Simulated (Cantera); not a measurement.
**Abatement and gas-phase synthesis: PH3 + O2**

Feed: 1 mol PH3, 0.3 mol O2, at 13.3 mbar.

Method: chemical equilibrium by Gibbs-energy minimisation in Cantera with the NASA 1993 tables (ideal gas, pure condensed phases). Candidate condensed phases: H2O, P, P4O10; 17 gas species. Gases not in the tables: HPO2, HPO3 and P4O6. Equilibrium is a limit: real reactors are often held back by kinetics, nucleation or transport.

From 2048 K to 3348 K nothing is condensed.

```csv
T (K),log p H,log p H2,log p PO,log p P2,log p P,log p H2O,log p O,log p PO2
2048,-3.70,-2.09,-2.64,-2.77,-4.62,-3.14,-7.45,-3.56
2148,-3.43,-2.09,-2.60,-2.81,-4.34,-3.26,-6.97,-3.66
2248,-3.19,-2.10,-2.57,-2.85,-4.09,-3.38,-6.53,-3.78
2348,-2.97,-2.12,-2.55,-2.90,-3.87,-3.51,-6.14,-3.91
2448,-2.78,-2.15,-2.54,-2.94,-3.66,-3.65,-5.79,-4.04
2548,-2.61,-2.19,-2.55,-3.00,-3.48,-3.79,-5.46,-4.17
2648,-2.46,-2.25,-2.56,-3.07,-3.32,-3.94,-5.16,-4.30
2748,-2.34,-2.34,-2.58,-3.17,-3.19,-4.11,-4.88,-4.42
2848,-2.24,-2.44,-2.61,-3.29,-3.08,-4.29,-4.61,-4.54
2948,-2.16,-2.58,-2.64,-3.43,-3.00,-4.47,-4.34,-4.64
3048,-2.11,-2.74,-2.67,-3.59,-2.93,-4.67,-4.09,-4.73
3148,-2.07,-2.92,-2.71,-3.76,-2.88,-4.88,-3.84,-4.81
3248,-2.05,-3.11,-2.75,-3.93,-2.84,-5.11,-3.61,-4.90
3348,-2.04,-3.31,-2.80,-4.09,-2.79,-5.35,-3.42,-5.01
```
log p: log10 of the partial pressure in bar; nothing condenses.
